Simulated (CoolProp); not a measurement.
Vapour pressure (MPa) of R115: the reference equation beside estimates from Tc = 353.1 K, pc = 3.129 MPa, ω = 0.248. Clausius-Clapeyron is anchored at 204.1 K with a constant enthalpy of vaporisation of 20.99 kJ/mol.

Computed with CoolProp (reference Helmholtz-energy equation of state, Lemmon 2016).

```json
[
 {"T (K)": "204.1", "reference": "0.02120", "Lee-Kesler": "0.02062", "Clausius-Clapeyron": "0.02120", "Redlich-Kwong": "0.04282", "Soave-Redlich-Kwong": "0.02087"},
 {"T (K)": "215.3", "reference": "0.04048", "Lee-Kesler": "0.03973", "Clausius-Clapeyron": "0.04035", "Redlich-Kwong": "0.07573", "Soave-Redlich-Kwong": "[?]"},
 {"T (K)": "226.5", "reference": "0.07177", "Lee-Kesler": "0.07099", "Clausius-Clapeyron": "0.07205", "Redlich-Kwong": "0.1250", "Soave-Redlich-Kwong": "0.07118"},
 {"T (K)": "237.7", "reference": "0.1195", "Lee-Kesler": "0.1190", "Clausius-Clapeyron": "0.1218", "Redlich-Kwong": "0.1950", "Soave-Redlich-Kwong": "[?]"},
 {"T (K)": "248.9", "reference": "0.1889", "Lee-Kesler": "0.1891", "Clausius-Clapeyron": "0.1965", "Redlich-Kwong": "0.2901", "Soave-Redlich-Kwong": "0.1890"},
 {"T (K)": "260.1", "reference": "[?]", "Lee-Kesler": "0.2868", "Clausius-Clapeyron": "0.3041", "Redlich-Kwong": "0.4148", "Soave-Redlich-Kwong": "0.2868"},
 {"T (K)": "271.3", "reference": "0.4157", "Lee-Kesler": "0.4184", "Clausius-Clapeyron": "0.4540", "Redlich-Kwong": "0.5733", "Soave-Redlich-Kwong": "0.4192"},
 {"T (K)": "282.5", "reference": "[?]", "Lee-Kesler": "0.5900", "Clausius-Clapeyron": "[?]", "Redlich-Kwong": "0.7699", "Soave-Redlich-Kwong": "0.5929"},
 {"T (K)": "293.7", "reference": "0.8027", "Lee-Kesler": "0.8087", "Clausius-Clapeyron": "0.9234", "Redlich-Kwong": "1.009", "Soave-Redlich-Kwong": "0.8153"},
 {"T (K)": "304.9", "reference": "1.074", "Lee-Kesler": "[?]", "Clausius-Clapeyron": "1.266", "Redlich-Kwong": "[?]", "Soave-Redlich-Kwong": "1.094"},
 {"T (K)": "316.1", "reference": "1.408", "Lee-Kesler": "1.418", "Clausius-Clapeyron": "1.698", "Redlich-Kwong": "1.628", "Soave-Redlich-Kwong": "1.437"}
]
```

Task: Complete the blanks.

Result: 
- 215.3, Soave-Redlich-Kwong: 0.04000
- 237.7, Soave-Redlich-Kwong: 0.1191
- 260.1, reference: 0.2856
- 282.5, reference: 0.5858
- 282.5, Clausius-Clapeyron: 0.6567
- 304.9, Lee-Kesler: 1.082
- 304.9, Redlich-Kwong: 1.294

Absolute difference from the reference over all 11 rows, mean and median: Lee-Kesler 0.9 and 0.7 %, Clausius-Clapeyron 8.0 and 6.5 %, Redlich-Kwong 50.6 and 45.2 %, Soave-Redlich-Kwong 1.1 and 1.2 %.
